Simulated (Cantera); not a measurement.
A perfectly stirred reactor is fed with C2H4 : H2 = 1 : 6.2 (molar parts), at 100.0 Torr; it is held at 1425 K, and followed from long to short residence time.

Detailed kinetics in Cantera: GRI-Mech 3.0 (53 species, 325 reactions). GRI-Mech 3.0 was tuned for natural gas; its chemistry of ethylene as a main component is partial and can be far from experiment. GRI-Mech 3.0 stops at C3 and has no aromatics, soot or wall deposition, so with more carbon than oxygen in the feed, carbon stays in small species such as C2H2 where larger ones or solid carbon would form.

What does this change do: H2 6.2 to 3.7 parts?


| quantity | before | after |
|---|---|---|
| x(C2H4) at τ = 0.920 s | 0.0156 | 0.0224 |
| x(H2) at τ = 0.920 s | 0.873 | 0.816 |
| x(C2H6) at τ = 0.920 s | 1.92e-5 | 2.55e-5 |
| x(C2H2) at τ = 0.920 s | 0.106 | 0.155 |
| x(H) at τ = 0.920 s | 2.85e-5 | 2.67e-5 |
| x(C2H4) at τ = 79.0 ms | 0.0638 | 0.0963 |
| x(H2) at τ = 79.0 ms | 0.869 | 0.806 |
| x(C2H6) at τ = 79.0 ms | 7.39e-5 | 0.000102 |
| x(C2H2) at τ = 79.0 ms | 0.0652 | 0.0951 |
| x(H) at τ = 79.0 ms | 2.75e-5 | 2.54e-5 |

What does this change do: pressure from 100.0 Torr to 0.900 Torr?


| quantity | before | after |
|---|---|---|
| x(C2H4) at τ = 0.920 s | 0.0156 | 0.129 |
| x(H2) at τ = 0.920 s | 0.873 | 0.862 |
| x(C2H6) at τ = 0.920 s | 1.92e-5 | 6.46e-8 |
| x(C2H2) at τ = 0.920 s | 0.106 | 0.00845 |
| x(H) at τ = 0.920 s | 2.85e-5 | 1.95e-6 |
| x(C2H4) at τ = 79.0 ms | 0.0638 | 0.138 |
| x(H2) at τ = 79.0 ms | 0.869 | 0.861 |
| x(C2H6) at τ = 79.0 ms | 7.39e-5 | 5.63e-9 |
| x(C2H2) at τ = 79.0 ms | 0.0652 | 0.000670 |
| x(H) at τ = 79.0 ms | 2.75e-5 | 1.74e-7 |
Radical loss at walls, strong at low pressure, is not modelled.
